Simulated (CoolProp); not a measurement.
Vapour pressure (kPa) of propylene glycol: the reference equation beside estimates from Tc = 400.8 °C, pc = 7292 kPa, ω = 0.327.

Computed with CoolProp (reference Helmholtz-energy equation of state, Eisenbach 2021).

```
T (°C)  reference  Lee-Kesler  Soave-Redlich-Kwong
------  ---------  ----------  -------------------
52.25      0.1584       2.029                2.096
78.95      0.9193       7.567                7.756
105.55      3.944       22.69                23.06
132.25      13.49       57.66                58.18
158.95      38.34       127.9                128.3
185.55      93.70       253.7                253.6
212.25      203.9       461.1                460.8
238.85      401.8       777.5                778.3
265.55      733.4        1237                 1243
292.15       1253        1871                 1888
318.85       2035        2723                 2758
```

Absolute difference from the reference over all 11 rows, mean and median: Lee-Kesler 316.6 and 170.8 %, Soave-Redlich-Kwong 324.0 and 170.7 %.
